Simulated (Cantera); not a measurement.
Cantera run, input and output.

```python
import numpy as np
import cantera as ct

gas = ct.Solution("h2o2.yaml")
gas.TPX = 625, 660000, {'H2': 1, 'O2': 0.633, 'N2': 2.38}
flame = ct.FreeFlame(gas, width=0.011)
flame.set_refine_criteria(ratio=3, slope=0.08, curve=0.16)
flame.transport_model = "mixture-averaged"
flame.solve(loglevel=0, auto=True)
flame.transport_model = "multicomponent"
flame.soret_enabled = True
flame.solve(loglevel=0, refine_grid=True)
z, T = flame.grid, flame.T
thick = (T[-1] - T[0]) / np.gradient(T, z).max()
show = ['H2', 'O2', 'H2O2', 'H', 'HO2', 'O']
print(f"laminar burning velocity  {flame.velocity[0] * 100:.3f} cm/s")
print(f"burnt temperature         {T[-1]:.1f} K")
print(f"thermal thickness         {thick * 1e3:.4f} mm")
print(f"grid points               {len(z)}")
z0 = z[flame.heat_release_rate.argmax()]
print(f"{'z/mm':>9s}{'T/K':>9s}{'u/(m/s)':>9s}" + "".join(f"{s:>11s}" for s in show))
rows = []
for k in (-3, -2, -1.5, -1, -0.5, -0.25, 0, 0.25, 0.5, 1, 2, 4, 8):
    zz = z0 + k * thick
    rows.append([k * thick, np.interp(zz, z, T), np.interp(zz, z, flame.velocity),
                 *(np.interp(zz, z, flame.X[gas.species_index(s)]) for s in show)])
    print(f"{rows[-1][0] * 1e3:9.3f}{rows[-1][1]:9.1f}{rows[-1][2]:9.3f}" + "".join(f"{x:11.3e}" for x in rows[-1][3:]))
```

It prints:

```
laminar burning velocity  453.366 cm/s
burnt temperature         2372.1 K
thermal thickness         0.0413 mm
grid points               114
     z/mm      T/K  u/(m/s)         H2         O2       H2O2          H        HO2          O
   -0.124    625.0    4.533  2.491e-01  1.578e-01  1.521e-10  9.966e-14  2.533e-09  3.812e-12
   -0.083    625.1    4.529  2.483e-01  1.579e-01  5.573e-09  1.017e-11  9.064e-08  3.851e-10
   -0.062    625.3    4.520  2.463e-01  1.583e-01  4.539e-08  1.163e-10  7.269e-07  4.351e-09
   -0.041    628.1    4.495  2.379e-01  1.601e-01  8.389e-07  7.974e-09  1.310e-05  1.240e-07
   -0.021    704.9    4.818  1.955e-01  1.656e-01  4.703e-05  5.160e-05  6.668e-04  1.675e-05
   -0.010   1000.3    6.632  1.494e-01  1.543e-01  1.089e-04  1.754e-03  8.795e-04  4.189e-04
    0.000   1422.3    9.289  9.125e-02  1.175e-01  2.704e-05  8.730e-03  4.656e-04  3.006e-03
    0.010   1726.8   11.227  4.615e-02  7.856e-02  5.575e-06  1.401e-02  2.404e-04  6.323e-03
    0.021   1901.6   12.330  2.646e-02  5.870e-02  3.537e-06  1.333e-02  1.380e-04  7.530e-03
    0.041   2076.4   13.389  1.602e-02  4.792e-02  2.252e-06  8.444e-03  7.070e-05  6.358e-03
    0.083   2217.9   14.204  1.005e-02  4.395e-02  1.496e-06  3.750e-03  3.444e-05  3.774e-03
    0.165   2310.2   14.716  5.305e-03  4.218e-02  1.040e-06  1.298e-03  1.664e-05  1.862e-03
    0.330   2355.0   14.958  2.650e-03  4.171e-02  8.170e-07  4.491e-04  9.931e-06  9.344e-04
```

Detailed kinetics in Cantera: the H2/O2 subset of GRI-Mech 3.0, which has no nitrogen chemistry. The hydrogen kinetics of GRI-Mech 3.0 are dated; newer H2 mechanisms differ, most at raised pressure. Burning velocities carry a grid error of a few per cent, more on coarse grids.
